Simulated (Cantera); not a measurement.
A closed system holds: 1 mol Ti, 17 mol CO, held at 0.0100 bar.

Method: chemical equilibrium by Gibbs-energy minimisation in Cantera with the NASA 1993 tables (ideal gas, pure condensed phases). Candidate condensed phases: C, Ti, TiC, TiO, TiO2, Ti2O3, Ti3O5, Ti4O7; 15 gas species. Kinetics and transport are ignored. All values below are at 850 K.

Base state: CO 0.846, CO2 0.154 (mole fractions); condensed: C(graphite) + TiO2(rutile).

Task: What changes in the equilibrium state with this change: pressure from 0.0100 bar to 0.000470 bar?

Result: 
```tsv
species	before	after
CO	0.846	0.990
CO2	0.154	0.00992
C(graphite), mol	4.00	2.15
TiO2(rutile), mol	1.00	1.00
```
